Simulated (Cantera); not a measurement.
Feed: 1 mol Fe2O3, 1.1 mol O2, 2.1 mol N2, equilibrated at 13300 Pa.

Cantera equilibrium calculation (NASA polynomials, part measured and part estimated; ideal gas, pure solids and liquids). Candidate condensed phases: Fe, FeO, Fe2O3, Fe3O4; 11 gas species. Kinetics and transport are ignored.

x: gas mole fraction; n: condensed amount in mol.

```json
[
 {"T (°C)": "852", "x N2": "0.656", "x O2": "0.344", "x NO": "0.000124", "x O": "7.41e-9", "x NO2": "1.44e-6", "x N2O": "3.05e-9", "x FeO": "<1e-12", "n Fe2O3(s)": "1.00", "n Fe3O4(s)": "0"},
 {"T (°C)": "927", "x N2": "0.656", "x O2": "0.344", "x NO": "0.000228", "x O": "4.02e-8", "x NO2": "1.81e-6", "x N2O": "5.34e-9", "x FeO": "<1e-12", "n Fe2O3(s)": "1.00", "n Fe3O4(s)": "0"},
 {"T (°C)": "1002", "x N2": "0.656", "x O2": "0.344", "x NO": "?", "x O": "?", "x NO2": "?", "x N2O": "?", "x FeO": "<1e-12", "n Fe2O3(s)": "1.00", "n Fe3O4(s)": "0"},
 {"T (°C)": "1077", "x N2": "0.656", "x O2": "0.343", "x NO": "0.000632", "x O": "6.77e-7", "x NO2": "2.64e-6", "x N2O": "1.37e-8", "x FeO": "<1e-12", "n Fe2O3(s)": "1.00", "n Fe3O4(s)": "0"},
 {"T (°C)": "1152", "x N2": "0.656", "x O2": "0.343", "x NO": "0.000970", "x O": "2.23e-6", "x NO2": "3.10e-6", "x N2O": "2.03e-8", "x FeO": "8.38e-12", "n Fe2O3(s)": "1.00", "n Fe3O4(s)": "0"},
 {"T (°C)": "1227", "x N2": "0.656", "x O2": "0.343", "x NO": "0.00143", "x O": "6.50e-6", "x NO2": "3.58e-6", "x N2O": "2.92e-8", "x FeO": "1.20e-10", "n Fe2O3(s)": "1.00", "n Fe3O4(s)": "0"},
 {"T (°C)": "1302", "x N2": "0.655", "x O2": "0.343", "x NO": "?", "x O": "?", "x NO2": "?", "x N2O": "?", "x FeO": "?", "n Fe2O3(s)": "1.00", "n Fe3O4(s)": "0"},
 {"T (°C)": "1377", "x N2": "0.622", "x O2": "0.375", "x NO": "0.00283", "x O": "4.34e-5", "x NO2": "4.91e-6", "x N2O": "5.43e-8", "x FeO": "1.05e-8", "n Fe2O3(s)": "0", "n Fe3O4(s)": "0.667"}
]
```

Problem. Complete the blanks.

Solution. 
- 1002, x NO: 0.000391
- 1002, x O: 1.79e-7
- 1002, x NO2: 2.21e-6
- 1002, x N2O: 8.77e-9
- 1302, x NO: 0.00202
- 1302, x O: 1.72e-5
- 1302, x NO2: 4.08e-6
- 1302, x N2O: 4.05e-8
- 1302, x FeO: 1.33e-9
